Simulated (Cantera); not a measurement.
An isothermal, constant-pressure homogeneous reactor starts with CH4 : H2O : H2 = 1 : 0.4 : 0.14 (molar parts), at 1500 K and 750 Torr.

Cantera simulation using GRI-Mech 3.0 (53 species, 325 reactions); the numbers are that mechanism's predictions, not measurements. GRI-Mech 3.0 stops at C3 and has no aromatics, soot or wall deposition, so with more carbon than oxygen in the feed, carbon stays in small species such as C2H2 where larger ones or solid carbon would form.

x: mole fraction; the columns are a selection and need not sum to one.

| t (s) | x CH4 | x H2O | x H2 | x C2H4 | x O | x CO2 | x C2H |
|---|---|---|---|---|---|---|---|
| 1.00e-6 | 0.649 | 0.260 | 0.0909 | <1e-12 | <1e-12 | <1e-12 | <1e-12 |
| 1.09e-5 | 0.649 | 0.260 | 0.0909 | [?] | <1e-12 | <1e-12 | <1e-12 |
| 0.000119 | 0.649 | 0.260 | 0.0910 | 1.36e-6 | <1e-12 | <1e-12 | <1e-12 |
| 0.00130 | 0.648 | 0.260 | 0.0918 | 0.000150 | 1.32e-12 | 1.41e-11 | <1e-12 |
| 0.0141 | 0.625 | 0.257 | [?] | [?] | 2.52e-12 | [?] | 9.06e-11 |
| 0.154 | 0.439 | 0.227 | 0.268 | 0.00836 | 1.15e-12 | 1.32e-5 | 2.02e-9 |
| 1.68 | 0.140 | 0.165 | 0.532 | 0.0194 | <1e-12 | 0.00122 | 5.62e-9 |
| 18.3 | 0.121 | 0.0641 | 0.623 | 0.0144 | <1e-12 | 0.00368 | 3.45e-9 |
| 200 | 0.107 | 0.000647 | 0.680 | 0.00977 | <1e-12 | 5.60e-5 | 2.06e-9 |

Task: What belongs in the gaps?

Result: 
- 1.09e-5, x C2H4: 1.11e-9
- 0.0141, x H2: 0.109
- 0.0141, x C2H4: 0.00516
- 0.0141, x CO2: 5.04e-8
